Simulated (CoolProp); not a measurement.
1,2-dichloroethane at several states: fugacity coefficient from the reference equation and from simpler models built on Tc = 288.4 °C, pc = 5.226 MPa, ω = 0.269; each cubic takes its own stable root.

Values from CoolProp's reference Helmholtz-energy equation of state, Thol 2015.

| T (°C) | p (MPa) | phase | reference |
|---|---|---|---|
| 18.65 | 4.34 | liquid | 0.002035 |
| 124.95 | 0.0871 | gas | 0.9825 |
| 30.45 | 0.12 | liquid | 0.1127 |
| 224.15 | 5.16 | liquid | 0.3540 |

### Question
How far does each simpler model (Redlich-Kwong, Soave-Redlich-Kwong, Peng-Robinson) lie from the reference over these 4 states: mean and median of the absolute difference, and the worst?

### Answer
- Redlich-Kwong: mean 79.9 %, median 78.5 %, worst +162.5 % at 18.65 °C and 4.34 MPa
- Soave-Redlich-Kwong: mean 3.1 %, median 3.8 %, worst -4.5 % at 30.45 °C and 0.12 MPa
- Peng-Robinson: mean 0.5 %, median 0.4 %, worst +1.1 % at 18.65 °C and 4.34 MPa
